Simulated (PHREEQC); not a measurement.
Solution (25 °C): 0.0038 mol CdSO4, 0.36 mol KCl and 4.6e-05 mol MnSO4 per kg of water. Closed to the air; pH follows from the charge balance.

All values are PHREEQC results (ion-association model, wateq4f.dat), not measurements.

This is a speciation only: nothing precipitates in the calculation.

Estimate the pH.

pH 6.19.

In which forms is Mn present?

Mn+2 70 %, MnCl+ 26 %, MnSO4 1.8 %, MnCl2 1.7 % of the Mn.

Complexes and solids missing from the database can't appear.
